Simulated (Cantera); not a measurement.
Input: 1 mol Fe₂O₃, 0.64 mol H₂S, 4.1 mol CO₂, equilibrated at 12800 Torr.

Equilibrium computed with Cantera from the NASA thermochemical tables; the gas is ideal and each condensed phase is pure. Candidate condensed phases: C, C₆H₆, C₇H₈, C₈H₁₈, Fe, Fe(CO)₅, FeO, Fe(OH)₂, Fe(OH)₃, FeS, FeSO₄, FeS₂, Fe₂O₃, Fe₂(SO₄)₃, Fe₃O₄, H₂O, H₂SO₄, S; 127 gas species. Metal and sulfide melt together well below either melting point, which pure phases cannot show. Mutual solubility and eutectic melting of coexisting phases are not modelled. The tables' stoichiometric FeO is somewhat more stable than real wüstite, so its field is too wide. FeO, FeS: taken at fixed stoichiometry. The numbers say what is thermodynamically allowed, not how fast it happens. All values below are at 1548 K.

Base state: CO₂ 0.723, H₂O 0.115, SO₂ 0.0779, CO 0.0619, S₂ 0.0100, H₂S 0.00423, H₂ 0.00354, COS 0.00248 (mole fractions); condensed: FeO(s) + FeS(l).

**Question.** What changes in the equilibrium state with this change: H₂S from 0.64 to 2.4 mol?

**Answer.** 
```json
[
 {"species": "CO₂", "before": "0.723", "after": "0.535"},
 {"species": "H₂O", "before": "0.115", "after": "0.321"},
 {"species": "SO₂", "before": "0.0779", "after": "0.0611"},
 {"species": "H₂", "before": "0.00354", "after": "0.0107"},
 {"species": "H₂S", "before": "0.00423", "after": "0.0118"},
 {"species": "CO", "before": "0.0619", "after": "0.0497"},
 {"species": "S₂", "before": "0.0100", "after": "0.00852"},
 {"species": "SH", "before": "0.000116", "after": "0.000186"},
 {"species": "COS", "before": "0.00248", "after": "0.00184"},
 {"species": "S₂O", "before": "0.000888", "after": "0.000696"},
 {"species": "SO", "before": "0.000505", "after": "0.000430"},
 {"species": "FeO(s), mol", "before": "1.92", "after": "0.256"},
 {"species": "FeS(l), mol", "before": "0.0825", "after": "1.74"}
]
```
